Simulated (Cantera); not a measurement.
Charge: 1 mol Al, 2.8 mol N₂O, 43 mol H₂, at 1723.15 K and 1.88 Torr.

Cantera equilibrium calculation (NASA polynomials, part measured and part estimated; ideal gas, pure solids and liquids). Candidate condensed phases: Al, AlN, Al₂O₃, H₂O; 35 gas species. Equilibrium is a limit: real reactors are often held back by kinetics, nucleation or transport.

Base state: H₂ 0.907, N₂ 0.0610, H₂O 0.0283, H 0.00348 (mole fractions); condensed: Al₂O₃(s).

What changes in the equilibrium state with this change: temperature from 1723.15 K to 1898.15 K?


| species | before | after |
|---|---|---|
| H₂ | 0.907 | 0.896 |
| N₂ | 0.0610 | 0.0607 |
| H₂O | 0.0283 | 0.0281 |
| H | 0.00348 | 0.0148 |
| OH | 5.96e-6 | 3.81e-5 |
| Al₂O₃(s), mol | 0.500 | 0.500 |
